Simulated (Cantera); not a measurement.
Input: 1 mol Cu₂O, 21 mol H₂, held at 1800 K and 18.0 Pa.

These are equilibrium values from Cantera (NASA tables, ideal gas, pure condensed phases), not measurements of a reactor. Candidate condensed phases: Cu, CuO, Cu(OH)₂, Cu₂O, H₂O; 12 gas species. Kinetics and transport are ignored.

Base state: H₂ 0.847, Cu 0.0859, H₂O 0.0429, H 0.0246, OH 8.21e-5 (mole fractions); condensed: gas only.

**Question.** What changes in the equilibrium state with this change: pressure from 18.0 Pa to 27.0 mbar?

**Answer.** 
```
species      before    after
----------  -------  -------
H₂            0.847    0.931
H₂O          0.0429   0.0466
Cu           0.0859   0.0201
H            0.0246  0.00210
OH          8.21e-5  6.95e-6
Cu₂         4.70e-6  3.84e-5
Cu(l), mol        0     1.57
```

**Question.** What changes in the equilibrium state with this change: pressure from 18.0 Pa to 3.30 bar?

**Answer.** 
```csv
species,before,after
H₂,0.847,0.952
H₂O,0.0429,0.0476
H,0.0246,0.000192
Cu,0.0859,0.000164
OH,8.21e-5,6.35e-7
"Cu(l), mol",0,2.00
```
